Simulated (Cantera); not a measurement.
# Tantalum, niobium, vanadium and zirconium in process gases: Ta(OEt)5 + CO2

Feed: 1 mol Ta(OEt)5, a varied amount of CO2, at 2098 K and 49.0 Pa.

Method: chemical equilibrium by Gibbs-energy minimisation in Cantera with the NASA 1993 tables (ideal gas, pure condensed phases). Candidate condensed phases: C, C6H6, C7H8, C8H18, H2O, Ta, TaC, Ta2O5; 113 gas species. The feed counts by its element totals alone. Mutual solubility and eutectic melting of coexisting phases are not modelled. TaC: taken at fixed stoichiometry. Condensed phases not in the tables: Ta2C, N, O or C dissolved in the metal. The numbers say what is thermodynamically allowed, not how fast it happens.

| n(CO2) (mol) | x H2 | x CO | x H | x C2H2 (acetylene) | n C(graphite) | n TaC(s) | n Ta(s) |
|---|---|---|---|---|---|---|---|
| 0.97 | 0.557 | 0.338 | 0.104 | 0.000795 | 3.00 | 1.00 | 0 |
| 1.4 | 0.533 | 0.365 | 0.101 | 0.000761 | 2.57 | 1.00 | 0 |
| 1.8 | 0.512 | 0.387 | 0.0995 | 0.000731 | 2.17 | 1.00 | 0 |
| 2.3 | 0.489 | 0.413 | 0.0972 | 0.000698 | 1.67 | 1.00 | 0 |
| 2.7 | 0.471 | 0.432 | 0.0954 | 0.000673 | 1.27 | 1.00 | 0 |
| 3.1 | 0.455 | 0.450 | 0.0938 | 0.000650 | 0.867 | 1.00 | 0 |
| 3.6 | 0.436 | 0.471 | 0.0918 | 0.000623 | 0.367 | 1.00 | 0 |
| 4 | 0.423 | 0.487 | 0.0904 | 2.54e-7 | 0 | 1.00 | 0 |
| 4.4 | 0.410 | 0.501 | 0.0890 | 6.08e-11 | 0 | 0.602 | 0.396 |
x: gas mole fraction; n: condensed amount in mol.

From 0.97 mol CO2 to 3.6 mol CO2 the condensed part is C(graphite) + TaC(s). At 4 mol CO2 the condensed part is TaC(s). At 4.4 mol CO2 the condensed part is Ta(s) + TaC(s).
